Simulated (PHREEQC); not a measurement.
Dissolve 0.019 mol/kgw SrCl2, 0.00019 mol/kgw CO2 and 0.00012 mol/kgw NaCl at 5 °C. Closed to the air; pH follows from the charge balance.

The numbers come from PHREEQC with the ion-association model, wateq4f.dat.

This is a speciation only: nothing precipitates in the calculation.

Problem. Estimate the pH.

Solution. pH 5.11.

Problem. In which forms is C present?

Solution. CO2 95 %, HCO3- 4.5 % of the C.

Complexes and solids missing from the database can't appear. At this temperature some constants are extrapolated from 25 °C, and those without enthalpy data are left unchanged.
